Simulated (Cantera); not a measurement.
A closed system holds: 1 mol B₂O₃, 8.5 mol H₂, 0.25 mol O₂, at 1052 °C.

Cantera equilibrium calculation (NASA polynomials, part measured and part estimated; ideal gas, pure solids and liquids). Candidate condensed phases: B, B₂O₃, B₃O₃H₃, H₂O; 23 gas species. Gases not in the tables: H₃BO₃. The numbers say what is thermodynamically allowed, not how fast it happens.

x: gas mole fraction; n: condensed amount in mol.

```tsv
P (Pa)	x H₂	x HBO₂	x H₂O	x B₂O₃	n B₂O₃(l)
10	0.907	0.0647	0.0245	[?]	0.681
28	0.918	0.0459	0.0345	[?]	0.788
77	0.926	0.0307	0.0426	[?]	0.863
220	0.932	0.0194	0.0486	[?]	0.915
600	0.935	0.0122	0.0524	[?]	0.947
1700	0.938	0.00742	0.0549	[?]	0.968
4600	0.939	0.00457	0.0564	[?]	0.980
13000	0.940	0.00274	0.0573	[?]	0.988
36000	0.940	0.00166	0.0579	[?]	0.992
100000	0.941	0.000996	0.0581	[?]	0.994
```

Problem. Fill in the missing entries.

Solution. 
- 10, x B₂O₃: 0.00367
- 28, x B₂O₃: 0.00131
- 77, x B₂O₃: 0.000476
- 220, x B₂O₃: 0.000167
- 600, x B₂O₃: 6.11e-5
- 1700, x B₂O₃: 2.16e-5
- 4600, x B₂O₃: 7.97e-6
- 13000, x B₂O₃: 2.82e-6
- 36000, x B₂O₃: 1.02e-6
- 100000, x B₂O₃: 3.67e-7
